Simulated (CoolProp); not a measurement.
Diethyl ether along the isobar 21400 kPa: fugacity coefficient from the reference equation and from simpler models built on Tc = 467.9 K, pc = 3717 kPa, ω = 0.282; each cubic takes its own stable root.

Values from CoolProp's reference Helmholtz-energy equation of state, Thol 2014.

| T (K) | phase | reference |
|---|---|---|
| 400.5 | liquid | 0.09402 |
| 411 | liquid | 0.1107 |
| 421.4 | liquid | 0.1287 |
| 431.8 | liquid | 0.1480 |
| 442.2 | liquid | 0.1686 |
| 452.6 | liquid | 0.1904 |
| 463 | liquid | 0.2131 |
| 473.5 | supercritical | 0.2371 |
| 483.9 | supercritical | 0.2615 |
| 494.3 | supercritical | 0.2866 |
| 504.7 | supercritical | 0.3122 |
| 515.1 | supercritical | 0.3381 |
| 525.6 | supercritical | 0.3645 |

### Question
How far does each simpler model (Redlich-Kwong, Soave-Redlich-Kwong, Peng-Robinson) lie from the reference over these 13 states: mean and median of the absolute difference, and the worst?

### Answer
- Redlich-Kwong: mean 13.8 %, median 12.1 %, worst +32.0 % at 400.5 K and 21400 kPa
- Soave-Redlich-Kwong: mean 10.8 %, median 10.9 %, worst +11.4 % at 525.6 K and 21400 kPa
- Peng-Robinson: mean 1.0 %, median 0.9 %, worst -2.3 % at 400.5 K and 21400 kPa
